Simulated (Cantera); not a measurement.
Charge: 1 mol Ta₂O₅, 7.2 mol C, 2.6 mol H₂, 2.7 mol CH₄, equilibrated at 1275 K and 41.0 Pa.

Cantera equilibrium calculation (NASA polynomials, part measured and part estimated; ideal gas, pure solids and liquids). Candidate condensed phases: C, C₆H₆, C₇H₈, C₈H₁₈, H₂O, Ta, TaC, Ta₂O₅; 113 gas species. TaC: taken at fixed stoichiometry. Condensed phases not in the tables: Ta₂C. Rates play no part.

Base state: H₂ 0.615, CO 0.385, H 2.86e-5 (mole fractions); condensed: C(graphite) + TaC(s).

Q: What changes in the equilibrium state with this change: pressure from 41.0 Pa to 1.30 bar?

A: 
```tsv
species	before	after
H₂	0.615	0.844
CO	0.385	0.145
CH₄	1.44e-6	0.00859
H₂O	1.13e-6	0.00186
CO₂	4.25e-7	0.000192
C(graphite), mol	2.90	7.93
TaC(s), mol	2.00	0.546
Ta₂O₅(s), mol	0	0.727
```
Mutual solubility and eutectic melting of coexisting phases are not modelled.
